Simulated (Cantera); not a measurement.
What does this Cantera script print?

```python
import numpy as np
import cantera as ct

gas = ct.Solution("gri30.yaml")
gas.TPX = 1150, 1000000, {'C2H4': 1, 'O2': 5.56, 'N2': 31, 'H2O': 0.98}
reactor = ct.IdealGasReactor(gas, energy="on", clone=False)
net = ct.ReactorNet([reactor])
net.rtol, net.atol = 1e-08, 1e-16
show = ['C2H4', 'O2', 'H2O', 'CO2', 'HCN']
times = np.geomspace(8e-06, 0.1, 16)

steps = ct.SolutionArray(gas, extra=["t"])
rows = []
print(f"{'t/s':>10s}{'T/K':>9s}{'P/Pa':>11s}" + "".join(f"{s:>11s}" for s in show))
for t in times:
    while net.time < t:
        t_next = net.step()
        steps.append(gas.state, t=t_next)
    rows.append([np.interp(t, steps.t, y) for y in (steps.T, steps.P, *steps(*show).X.T)])
    print(f"{t:10.3e}{rows[-1][0]:9.1f}{rows[-1][1]:11.4g}" + "".join(f"{x:11.3e}" for x in rows[-1][2:]))
rate = np.gradient(steps.T, steps.t)
print("integrator steps:", len(steps.t))
if steps.T.max() > steps.T[0] + 200:
    print(f"time of steepest temperature rise: {steps.t[rate.argmax()]:.4e} s")
gas.TPX = 1150, 1000000, {'C2H4': 1, 'O2': 5.56, 'N2': 31, 'H2O': 0.98}
gas.equilibrate("UV")
print(f"equilibrium (UV): T = {gas.T:.1f} K  " + "  ".join(f"{s} {gas[s].X[0]:.3e}" for s in show))
```

It prints:

```
       t/s      T/K       P/Pa       C2H4         O2        H2O        CO2        HCN
 8.000e-06   1150.0      1e+06  2.595e-02  1.443e-01  2.543e-02  2.673e-17  1.494e-24
 1.500e-05   1150.0      1e+06  2.595e-02  1.443e-01  2.543e-02  1.093e-16  3.169e-24
 2.814e-05   1150.0      1e+06  2.595e-02  1.443e-01  2.543e-02  4.357e-16  6.783e-24
 5.278e-05   1150.0      1e+06  2.595e-02  1.443e-01  2.543e-02  1.760e-15  1.516e-23
 9.899e-05   1150.0      1e+06  2.595e-02  1.443e-01  2.543e-02  7.406e-15  3.623e-23
 1.857e-04   1150.0      1e+06  2.595e-02  1.443e-01  2.543e-02  3.336e-14  9.386e-23
 3.482e-04   1150.0      1e+06  2.595e-02  1.443e-01  2.543e-02  1.635e-13  2.684e-22
 6.531e-04   1150.0      1e+06  2.595e-02  1.443e-01  2.543e-02  9.314e-13  9.147e-22
 1.225e-03   1150.0      1e+06  2.595e-02  1.443e-01  2.543e-02  8.888e-12  4.928e-21
 2.297e-03   2286.7  1.992e+06  1.000e-23  6.629e-02  7.565e-02  5.033e-02  4.758e-12
 4.309e-03   2296.4  1.999e+06  1.291e-30  6.557e-02  7.597e-02  5.133e-02  3.513e-13
 8.081e-03   2292.9  1.996e+06  1.167e-30  6.492e-02  7.599e-02  5.134e-02  3.529e-13
 1.516e-02   2287.7  1.991e+06  3.110e-31  6.398e-02  7.602e-02  5.135e-02  3.482e-13
 2.843e-02   2282.0  1.986e+06  1.249e-30  6.293e-02  7.606e-02  5.137e-02  3.371e-13
 5.332e-02   2277.8  1.983e+06  8.070e-31  6.218e-02  7.608e-02  5.138e-02  3.269e-13
 1.000e-01   2276.4  1.981e+06  7.372e-31  6.193e-02  7.609e-02  5.138e-02  3.232e-13
integrator steps: 1905
time of steepest temperature rise: 2.2761e-03 s
equilibrium (UV): T = 2276.3 K  C2H4 9.357e-31  O2 6.190e-02  H2O 7.609e-02  CO2 5.138e-02  HCN 3.229e-13
```

Cantera simulation using GRI-Mech 3.0 (53 species, 325 reactions); the numbers are that mechanism's predictions, not measurements. GRI-Mech 3.0 was tuned for natural gas; its chemistry of ethylene as a main component is partial and can be far from experiment.
